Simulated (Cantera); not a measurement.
Charge: 1 mol MgSO4, 1.5 mol C, 2.5 mol O2, held at 1225 °C and 100 Torr.

Cantera equilibrium calculation (NASA polynomials, part measured and part estimated; ideal gas, pure solids and liquids). Candidate condensed phases: C, Mg, MgCO3, MgO, MgS, MgSO4, S; 26 gas species. Rates play no part.

Base state: CO2 0.375, O2 0.374, SO2 0.248, SO3 0.00209 (mole fractions); condensed: MgO(s).

What changes in the equilibrium state with this change: O2 from 2.5 to 0.91 mol?


```tsv
species	before	after
CO2	0.375	0.556
SO2	0.248	0.388
CO	8.00e-6	0.0473
O2	0.374	2.35e-8
S2	<1e-9	0.00530
S2O	<1e-9	0.000370
COS	<1e-9	0.000153
SO	3.79e-7	0.00236
SO3	0.00209	8.21e-7
MgO(s), mol	1.00	1.00
```

What changes in the equilibrium state with this change: pressure from 100 Torr to 1 atm?


```json
[
 {"species": "CO2", "before": "0.375", "after": "0.376"},
 {"species": "O2", "before": "0.374", "after": "0.373"},
 {"species": "SO2", "before": "0.248", "after": "0.245"},
 {"species": "SO3", "before": "0.00209", "after": "0.00568"},
 {"species": "MgO(s), mol", "before": "1.00", "after": "1.00"}
]
```

What changes in the equilibrium state with this change: temperature from 1225 °C to 725 °C?


```csv
species,before,after
CO2,0.375,0.600
O2,0.374,0.400
SO2,0.248,8.37e-5
SO3,0.00209,3.58e-5
"MgO(s), mol",1.00,0.000299
"MgSO4(s), mol",0,1.000
```
